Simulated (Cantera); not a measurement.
# Hydrocarbon pyrolysis for carbon deposition

A perfectly stirred reactor is fed with CH4 : H2 = 1 : 8.5 (molar parts), at 20.0 Torr; it is held at 1948 K, and followed from long to short residence time.

Cantera simulation using GRI-Mech 3.0 (53 species, 325 reactions); the numbers are that mechanism's predictions, not measurements. GRI-Mech 3.0 stops at C3 and has no aromatics, soot or wall deposition, so with more carbon than oxygen in the feed, carbon stays in small species such as C2H2 where larger ones or solid carbon would form. Radical loss at walls, strong at low pressure, is not modelled.

| τ (s) | x CH4 | x H2 | x C2H | x C2H2 | x C2H6 | x C2H4 |
|---|---|---|---|---|---|---|
| 7.5 | 0.00163 | 0.945 | 4.86e-6 | 0.0466 | 2.61e-8 | 1.19e-5 |
| 1.8 | 0.00370 | 0.944 | 4.33e-6 | 0.0456 | 1.21e-7 | 1.58e-5 |
| 0.41 | 0.00906 | 0.942 | 3.50e-6 | 0.0429 | 6.10e-7 | 3.42e-5 |
| 0.097 | 0.0213 | 0.936 | 2.52e-6 | 0.0369 | 2.72e-6 | 0.000111 |
| 0.023 | 0.0448 | 0.923 | 1.44e-6 | 0.0254 | 9.47e-6 | 0.000358 |
| 0.0053 | 0.0780 | 0.905 | 4.09e-7 | 0.00953 | 1.93e-5 | 0.000740 |
| 0.0013 | 0.100 | 0.895 | 1.22e-8 | 0.000612 | 9.48e-6 | 0.000353 |
x: mole fraction; the columns are a selection and need not sum to one.
